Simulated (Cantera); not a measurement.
A perfectly stirred reactor is fed with 30.6 % H2, 69.4 % O2, equivalence ratio 0.22, at 20.0 Torr; it is held at 975 K, and followed from long to short residence time.

Model: the H2/O2 subset of GRI-Mech 3.0, which has no nitrogen chemistry, integrated in Cantera. Radical loss at walls, strong at low pressure, is not modelled. The temperature is held fixed by assumption; the heat of reaction is taken as removed at once.

Q: Predict: x(H2) at τ = 0.350 s; x(O2) at τ = 0.350 s; x(HO2) at τ = 0.350 s; x(H2O2) at τ = 0.350 s; x(H) at τ = 0.350 s; x(H2) at τ = 7.90 ms; x(O2) at τ = 7.90 ms; x(HO2) at τ = 7.90 ms; x(H2O2) at τ = 7.90 ms; x(H) at τ = 7.90 ms.

A: 
```
Quantity                   Value
----------------------  --------
x(H2) at τ = 0.350 s     0.00389
x(O2) at τ = 0.350 s       0.639
x(HO2) at τ = 0.350 s    2.72e-5
x(H2O2) at τ = 0.350 s   1.43e-6
x(H) at τ = 0.350 s     0.000303
x(H2) at τ = 7.90 ms      0.0305
x(O2) at τ = 7.90 ms       0.635
x(HO2) at τ = 7.90 ms    4.29e-5
x(H2O2) at τ = 7.90 ms   1.78e-6
x(H) at τ = 7.90 ms       0.0122
```
